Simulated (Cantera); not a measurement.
Cantera with NASA thermochemical tables; ideal gases at 1 bar, condensed phases pure. Values are per mole of reaction as written; species without (g) are pure solids or liquids, kept so even where they would boil at 1 bar.

4 Li + O2(g) = 2 Li2O

```csv
T (K),ΔH° (kJ),ΔS° (J/K),ΔG° (kJ),log10 K,condensed phases
423,-1199.3,-251.1,-1093.1,134.97,"Li(s), Li2O(s)"
523,…,…,…,…,"Li(l), Li2O(s)"
623,-1213.1,-281.3,-1037.9,87.02,"Li(l), Li2O(s)"
723,…,…,…,…,"Li(l), Li2O(s)"
823,…,…,…,…,"Li(l), Li2O(s)"
923,…,…,…,…,"Li(l), Li2O(s)"
```

Q: Some entries are withheld; supply them.

A: 
- 523, ΔH° (kJ): -1212.6
- 523, ΔS° (J/K): -280.4
- 523, ΔG° (kJ): -1066.0
- 523, log10 K: 106.46
- 723, ΔH° (kJ): -1212.8
- 723, ΔS° (J/K): -280.8
- 723, ΔG° (kJ): -1009.8
- 723, log10 K: 72.95
- 823, ΔH° (kJ): -1211.9
- 823, ΔS° (J/K): -279.6
- 823, ΔG° (kJ): -981.7
- 823, log10 K: 62.31
- 923, ΔH° (kJ): -1210.3
- 923, ΔS° (J/K): -277.9
- 923, ΔG° (kJ): -953.9
- 923, log10 K: 53.98
